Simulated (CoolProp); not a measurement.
A closed Brayton cycle with carbon dioxide: compressor inlet 323.15 K and 9.8 MPa, high pressure 24.4 MPa, turbine inlet 760 K, compressor efficiency 0.8, turbine efficiency 0.93, recuperator effectiveness 0.8 (on enthalpy, no pinch check). Each further row changes one setting.

Values from CoolProp's reference Helmholtz-energy equation of state, Span 1996.

| case | thermal efficiency (%) | net work (kJ/kg) | compressor to turbine work | compressor exit (K) | turbine exit (K) |
|---|---|---|---|---|---|
| as stated | 27.5 | 74.0 | 0.35 | 384.0 | 651.9 |
| turbine inlet 710 K | [?] | 65.1 | [?] | 384.0 | [?] |
| compressor inlet 333.15 K | 26.2 | [?] | 0.43 | 407.7 | 651.9 |
| high pressure 20.7 MPa | 25.5 | 63.6 | 0.33 | 372.7 | 671.0 |
| recuperator effectiveness 0.5 | 20.3 | 74.0 | 0.35 | 384.0 | 651.9 |

Question: Some entries are withheld; supply them.

Answer: 
- turbine inlet 710 K, thermal efficiency (%): 26.1
- turbine inlet 710 K, compressor to turbine work: 0.38
- turbine inlet 710 K, turbine exit (K): 606.0
- compressor inlet 333.15 K, net work (kJ/kg): 64.7
